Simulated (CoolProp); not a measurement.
A single-stage vapour-compression cycle with the fluid: evaporating at 203.15 K (dew point), condensing at 262.15 K (bubble point), superheat 5 K, subcooling 8 K, compressor efficiency 0.65, no pressure losses. The same conditions are run with several fluids, on thermodynamics alone (safety and materials aside).

Model: reference Helmholtz-energy equation of state of each fluid (hydrogen chloride: Thol 2018; propylene: Lemmon 2013; CH2F2 (R32): Tillner-Roth 1997; R13: Platzer 1990; propane: Lemmon 2009; CH3F (R41): Lemmon 2006), in CoolProp. The equations of Platzer and Polt are older, rougher fits.

```json
[
 {"fluid": "hydrogen chloride", "cooling COP": "1.65", "pressure ratio": "8.68", "discharge temperature (K)": "(withheld)", "refrigerating effect (kJ/kg)": "342", "volumetric capacity (kJ/m³)": "1670"},
 {"fluid": "propylene", "cooling COP": "1.86", "pressure ratio": "12.9", "discharge temperature (K)": "344.3", "refrigerating effect (kJ/kg)": "356", "volumetric capacity (kJ/m³)": "283"},
 {"fluid": "CH2F2 (R32)", "cooling COP": "(withheld)", "pressure ratio": "15.6", "discharge temperature (K)": "(withheld)", "refrigerating effect (kJ/kg)": "(withheld)", "volumetric capacity (kJ/m³)": "357"},
 {"fluid": "R13", "cooling COP": "1.69", "pressure ratio": "8.22", "discharge temperature (K)": "316.3", "refrigerating effect (kJ/kg)": "(withheld)", "volumetric capacity (kJ/m³)": "1100"},
 {"fluid": "propane", "cooling COP": "1.87", "pressure ratio": "13.7", "discharge temperature (K)": "331.5", "refrigerating effect (kJ/kg)": "345", "volumetric capacity (kJ/m³)": "217"},
 {"fluid": "CH3F (R41)", "cooling COP": "(withheld)", "pressure ratio": "9.51", "discharge temperature (K)": "405.3", "refrigerating effect (kJ/kg)": "370", "volumetric capacity (kJ/m³)": "1200"}
]
```

**Question.** Complete the blanks.

**Answer.** 
- hydrogen chloride, discharge temperature (K): 469.8
- CH2F2 (R32), cooling COP: 1.75
- CH2F2 (R32), discharge temperature (K): 425.5
- CH2F2 (R32), refrigerating effect (kJ/kg): 323
- R13, refrigerating effect (kJ/kg): 96.2
- CH3F (R41), cooling COP: 1.70
